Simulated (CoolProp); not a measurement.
The fluid at 932.87 K and 0.285 MPa flows at 2 m/s in a round tube of 2 mm bore and 45 µm roughness, fully developed (64/Re and Nu = 3.66 if laminar; Colebrook and Gnielinski if turbulent). The same conditions are run with several fluids, on thermodynamics alone (safety and materials aside).

Model: reference Helmholtz-energy equation of state of each fluid (normal hydrogen: Leachman 2009; carbon dioxide: Span 1996; dry air: Lemmon 2000; nitrogen: Span 2000; oxygen: Schmidt 1985), in CoolProp. Blends and air are pseudo-pure fits.

```tsv
fluid	Reynolds number	Darcy friction factor	pressure drop (Pa/m)	heat-transfer coefficient (W/(m² K))	mass flow (kg/h)
normal hydrogen	15.0	4.26	316	(withheld)	0.00167
carbon dioxide	165	0.388	(withheld)	121	0.0366
dry air	103	(withheld)	662	118	(withheld)
nitrogen	104	0.618	635	114	(withheld)
oxygen	(withheld)	(withheld)	751	124	0.0266
```

Task: Complete the blanks.

Result: 
- normal hydrogen, heat-transfer coefficient (W/(m² K)): 795
- carbon dioxide, pressure drop (Pa/m): 627
- dry air, Darcy friction factor: 0.622
- dry air, mass flow (kg/h): 0.0241
- nitrogen, mass flow (kg/h): 0.0233
- oxygen, Reynolds number: 100
- oxygen, Darcy friction factor: 0.639

Above 300 K oxygen's equation is extrapolated.

Transport values come from each fluid's own correlations.
